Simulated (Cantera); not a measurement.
Charge: 1 mol PbO, a varied amount of H2, held at 1300 K and 61.0 mbar.

Method: chemical equilibrium by Gibbs-energy minimisation in Cantera with the NASA 1993 tables (ideal gas, pure condensed phases). Candidate condensed phases: H2O, Pb, PbO, PbO2, Pb3O4; 12 gas species. Rates play no part.

Problem. Which condensed phases are stable at each of these points (n(H2) (mol)): 5.6, 6.9, 8.5, 10, 13, 16, 19, 24, 29?

Solution. 
```json
[
 {"n(H2) (mol)": "5.6", "condensed phases": "Pb(l)", "Pb condensed (%)": "74.8"},
 {"n(H2) (mol)": "6.9", "condensed phases": "Pb(l)", "Pb condensed (%)": "69.0"},
 {"n(H2) (mol)": "8.5", "condensed phases": "Pb(l)", "Pb condensed (%)": "61.8"},
 {"n(H2) (mol)": "10", "condensed phases": "Pb(l)", "Pb condensed (%)": "55.0"},
 {"n(H2) (mol)": "13", "condensed phases": "Pb(l)", "Pb condensed (%)": "41.5"},
 {"n(H2) (mol)": "16", "condensed phases": "Pb(l)", "Pb condensed (%)": "28.1"},
 {"n(H2) (mol)": "19", "condensed phases": "Pb(l)", "Pb condensed (%)": "14.6"},
 {"n(H2) (mol)": "24", "condensed phases": "gas only", "Pb condensed (%)": "0.0"},
 {"n(H2) (mol)": "29", "condensed phases": "gas only", "Pb condensed (%)": "0.0"}
]
```

From 5.6 mol H2 to 19 mol H2 the condensed part is Pb(l). From 24 mol H2 to 29 mol H2 nothing is condensed.
